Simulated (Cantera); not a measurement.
Cantera run, input and output.

```python
import numpy as np
import cantera as ct

gas = ct.Solution("gri30.yaml")
gas.TPX = 500, 101325, {'H2': 1, 'O2': 0.82, 'N2': 3.08}
inlet = ct.Reservoir(gas, clone=True)
gas.equilibrate("HP")  # start burning
reactor = ct.IdealGasConstPressureReactor(gas, energy="on", clone=False)
exhaust = ct.Reservoir(gas, clone=True)
tau = [0.38, 0.13, 0.046, 0.016, 0.0056, 0.0019, 0.00068, 0.00024, 8.3e-05, 2.9e-05][0]
for a, b in ((inlet, reactor), (reactor, exhaust)):
    ct.MassFlowController(a, b, mdot=lambda t: reactor.mass / tau)
net = ct.ReactorNet([reactor])
show = ['H2', 'O2', 'H', 'O', 'NO2', 'OH']

rows = []
print(f"{'tau/s':>10s}{'T/K':>9s}" + "".join(f"{s:>11s}" for s in show))
for tau in [0.38, 0.13, 0.046, 0.016, 0.0056, 0.0019, 0.00068, 0.00024, 8.3e-05, 2.9e-05]:
    net.initial_time = 0.0
    net.advance(30 * tau)
    before = gas.X
    net.advance(40 * tau)
    drift = np.max(np.abs(gas.X - before) / (gas.X + 1e-9))
    rows.append([gas.T, *gas[show].X, drift])
    print(f"{tau:10.3e}{gas.T:9.1f}" + "".join(f"{x:11.3e}" for x in gas[show].X))
```

It prints:

```
     tau/s      T/K         H2         O2          H          O        NO2         OH
 3.800e-01   2018.3  3.255e-04  7.172e-02  3.794e-05  2.352e-04  5.848e-07  2.739e-03
 1.300e-01   2016.9  4.081e-04  7.183e-02  5.198e-05  2.880e-04  2.554e-07  3.022e-03
 4.600e-02   2012.2  6.101e-04  7.176e-02  9.283e-05  4.195e-04  1.304e-07  3.619e-03
 1.600e-02   2001.7  1.081e-03  7.157e-02  2.176e-04  7.330e-04  7.234e-08  4.710e-03
 5.600e-03   1981.6  2.049e-03  7.132e-02  5.765e-04  1.388e-03  3.875e-08  6.303e-03
 1.900e-03   1943.5  3.939e-03  7.117e-02  1.594e-03  2.684e-03  1.939e-08  8.320e-03
 6.800e-04   1880.6  6.971e-03  7.142e-02  3.973e-03  4.779e-03  1.138e-08  1.017e-02
 2.400e-04   1779.0  1.149e-02  7.260e-02  9.041e-03  7.797e-03  8.189e-09  1.122e-02
 8.300e-05   1630.7  1.799e-02  7.581e-02  1.795e-02  1.098e-02  5.679e-09  1.059e-02
 2.900e-05   1433.8  3.241e-02  8.497e-02  2.835e-02  1.142e-02  2.506e-09  7.995e-03
```

Computed with Cantera and GRI-Mech 3.0 (53 species, 325 reactions).
